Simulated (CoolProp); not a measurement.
Model: reference Helmholtz-energy equation of state, de Reuck 1993, in CoolProp.

For methanol, give the phase and the cp (kJ/(kg K)), speed of sound (m/s), isothermal compressibility (1/MPa), viscosity (µPa s) at -58.25 °C and 0.238 MPa; -3.15 °C and 0.238 MPa; 24.45 °C and 0.238 MPa.


- -58.25 °C and 0.238 MPa: liquid; cp 2.23, speed of sound 1410, isothermal compressibility 0.000729, viscosity 2820
- -3.15 °C and 0.238 MPa: liquid; cp 2.39, speed of sound 1200, isothermal compressibility 0.00105, viscosity 852
- 24.45 °C and 0.238 MPa: liquid; cp 2.53, speed of sound 1100, isothermal compressibility 0.00126, viscosity 549

Viscosity comes from a separate model (Xiang 2006).
